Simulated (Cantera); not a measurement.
# Equilibrium for calcination and drying: CsOH + H2

Charge: 1 mol CsOH, a varied amount of H2, held at 1850 °C and 3.30 mbar.

Equilibrium computed with Cantera from the NASA thermochemical tables; the gas is ideal and each condensed phase is pure. Candidate condensed phases: Cs, CsOH, H2O; 15 gas species. Rates play no part.

| n(H2) (mol) | x Cs | x H2 | x H2O | x CsOH | x O2 | x H | x OH |
|---|---|---|---|---|---|---|---|
| 0.09 | 0.426 | 0.0108 | 0.247 | 0.206 | 0.0763 | 0.00650 | 0.0184 |
| 0.13 | 0.421 | 0.0127 | 0.267 | 0.202 | 0.0643 | 0.00704 | 0.0183 |
| 0.18 | 0.415 | 0.0156 | 0.290 | 0.196 | 0.0506 | 0.00780 | 0.0180 |
| 0.24 | 0.410 | 0.0201 | 0.316 | 0.186 | 0.0361 | 0.00885 | 0.0172 |
| 0.34 | 0.406 | 0.0319 | 0.352 | 0.162 | 0.0177 | 0.0112 | 0.0152 |
| 0.47 | 0.402 | 0.0596 | 0.377 | 0.126 | 0.00583 | 0.0153 | 0.0119 |
| 0.66 | 0.388 | 0.117 | 0.376 | 0.0865 | 0.00150 | 0.0214 | 0.00849 |
| 0.92 | 0.360 | 0.195 | 0.352 | 0.0581 | 0.000473 | 0.0276 | 0.00616 |
| 1.3 | 0.319 | 0.290 | 0.314 | 0.0377 | 0.000170 | 0.0337 | 0.00450 |
| 1.8 | 0.276 | 0.385 | 0.272 | 0.0245 | 7.26e-5 | 0.0388 | 0.00339 |
x: gas mole fraction; nothing condenses.

From 0.09 mol H2 to 1.8 mol H2 nothing is condensed. The main Cs-bearing gas is Cs throughout.
